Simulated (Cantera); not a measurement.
Charge: 1 mol Si2H6, 0.15 mol H2O, 0.11 mol H2, held at 950 K and 910 Pa.

Method: chemical equilibrium by Gibbs-energy minimisation in Cantera with the NASA 1993 tables (ideal gas, pure condensed phases). Candidate condensed phases: H2O, Si, SiO2; 18 gas species. The feed counts by its element totals alone. Rates play no part.

Base state: H2 1.00 (mole fractions); condensed: Si(s) + SiO2(β-quartz).

### Question
What changes in the equilibrium state with this change: Si2H6 replaced by SiH2Cl2?

### Answer
```tsv
species	before	after
H2	1.00	0.687
SiCl4	0	0.251
SiHCl3	0	0.0303
HCl	0	0.0261
SiCl3	0	0.00338
SiCl2	0	0.00152
SiH2Cl2	0	0.000370
Si(s), mol	1.93	0.420
SiO2(β-quartz), mol	0.0750	0.0750
```
The tables' values for SiCl3 are old estimates; treat these amounts as uncertain.

### Question
What changes in the equilibrium state with this change: temperature from 950 K to 1473.15 K?

### Answer
```tsv
species	before	after
H2	1.00	0.965
SiO	6.34e-9	0.0346
H	5.83e-9	0.000131
Si(s), mol	1.93	1.87
SiO2(β-quartz), mol	0.0750	0.0166
```
Mutual solubility and eutectic melting of coexisting phases are not modelled. The tables hold silica as quartz up to 1696 K and as liquid above; real silica turns to tridymite and cristobalite and melts near 1996 K.
